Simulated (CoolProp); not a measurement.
Benzene at 295.03 K and 0.00927 MPa flows at 0.22 m/s in a round tube of 25 mm bore and 1.5 µm roughness, fully developed (64/Re and Nu = 3.66 if laminar; Colebrook and Gnielinski if turbulent). Each further row changes one setting.

Model: reference Helmholtz-energy equation of state, Thol 2012, in CoolProp.

```json
[
 {"case": "as stated", "Reynolds number": "218", "Darcy friction factor": "0.293", "pressure drop (Pa/m)": "0.0843", "heat-transfer coefficient (W/(m² K))": "1.51", "mass flow (kg/h)": "0.115"},
 {"case": "velocity 0.44 m/s", "Reynolds number": "436", "Darcy friction factor": "0.147", "pressure drop (Pa/m)": "0.169", "heat-transfer coefficient (W/(m² K))": "1.51", "mass flow (kg/h)": "0.231"},
 {"case": "diameter 50 mm", "Reynolds number": "436", "Darcy friction factor": "0.147", "pressure drop (Pa/m)": "0.0211", "heat-transfer coefficient (W/(m² K))": "0.755", "mass flow (kg/h)": "0.462"}
]
```

Viscosity comes from a separate model (Avgeri 2014). Thermal conductivity comes from a separate model (Assael 2012).
